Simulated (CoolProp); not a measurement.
Nitrogen along the isobar 10 MPa: Z from the reference equation and from simpler models built on Tc = -147.0 °C, pc = 3.396 MPa, ω = 0.037; each cubic takes its own stable root.

Computed with CoolProp (reference Helmholtz-energy equation of state, Span 2000).

| T (°C) | phase | reference |
|---|---|---|
| -178.55 | liquid | 0.4701 |
| -164.85 | liquid | 0.4480 |
| -151.15 | liquid | 0.4444 |
| -137.45 | supercritical | 0.4666 |
| -123.75 | supercritical | 0.5318 |
| -110.05 | supercritical | 0.6364 |
| -96.45 | supercritical | 0.7328 |
| -82.75 | supercritical | 0.8057 |
| -69.05 | supercritical | 0.8589 |
| -55.35 | supercritical | 0.8985 |
| -41.65 | supercritical | 0.9285 |
| -27.95 | supercritical | 0.9517 |
| -14.25 | supercritical | 0.9699 |
| -0.65 | supercritical | 0.9842 |

**Question.** How far does each simpler model (van der Waals, Redlich-Kwong, Soave-Redlich-Kwong, Peng-Robinson) lie from the reference over these 14 states: mean and median of the absolute difference, and the worst?

**Answer.** 
- van der Waals: mean 13.5 %, median 6.2 %, worst +38.8 % at -178.55 °C and 10 MPa
- Redlich-Kwong: mean 1.9 %, median 1.3 %, worst +5.5 % at -123.75 °C and 10 MPa
- Soave-Redlich-Kwong: mean 3.0 %, median 2.3 %, worst +7.2 % at -123.75 °C and 10 MPa
- Peng-Robinson: mean 3.8 %, median 2.3 %, worst -11.4 % at -178.55 °C and 10 MPa
